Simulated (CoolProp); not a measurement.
The fluid at 598.26 K and 0.484 MPa is throttled through a valve to 0.131 MPa with no heat exchange. The same conditions are run with several fluids, on thermodynamics alone (safety and materials aside).

Computed with CoolProp (reference Helmholtz-energy equation of state of each fluid (decamethylcyclopentasiloxane (D5): Thol 2019; n-heptane: Span 2003; n-pentane: Thol 2019; hexamethyldisiloxane (MM): Thol 2016; oxygen: Schmidt 1985)).

```csv
fluid,temperature change (K),final density (kg/m³)
decamethylcyclopentasiloxane (D5),-4.5,10.4
n-heptane,-2.1,2.68
n-pentane,-1.4,1.92
hexamethyldisiloxane (MM),-2.1,4.36
oxygen,-0.1,0.843
```

Above 300 K oxygen's equation is extrapolated.
